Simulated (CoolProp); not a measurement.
The fluid at 293.15 K and 0.782 MPa flows at 17 m/s in a round tube of 25 mm bore and 45 µm roughness, fully developed (64/Re and Nu = 3.66 if laminar; Colebrook and Gnielinski if turbulent). The same conditions are run with several fluids, on thermodynamics alone (safety and materials aside).

Computed with CoolProp (reference Helmholtz-energy equation of state of each fluid (c-C4F8 (RC318): Platzer 1990; p-xylene: Zhou 2012; n-octane: Beckmüller 2019; R152A: Outcalt 1996; m-xylene: Zhou 2012)). The equations of Platzer and Polt are older, rougher fits.

Q: Rank c-C4F8 (RC318), p-xylene, n-octane, R152A, m-xylene by Reynolds number, highest first.

A: R152A (2260000), c-C4F8 (RC318) (1640000), m-xylene (592000), p-xylene (565000), n-octane (545000)

| fluid | Darcy friction factor | pressure drop (Pa/m) | heat-transfer coefficient (W/(m² K)) | mass flow (kg/h) |
|---|---|---|---|---|
| c-C4F8 (RC318) | 0.0229 | 201000 | 30300 | 45700 |
| p-xylene | 0.0231 | 115000 | 22600 | 25900 |
| n-octane | 0.0231 | 94100 | 22500 | 21100 |
| R152A | 0.0229 | 121000 | 45900 | 27400 |
| m-xylene | 0.0231 | 116000 | 23600 | 26000 |

Transport values come from each fluid's own correlations; those of c-C4F8 (RC318), R152A are estimates that may be off by 10 % or more.
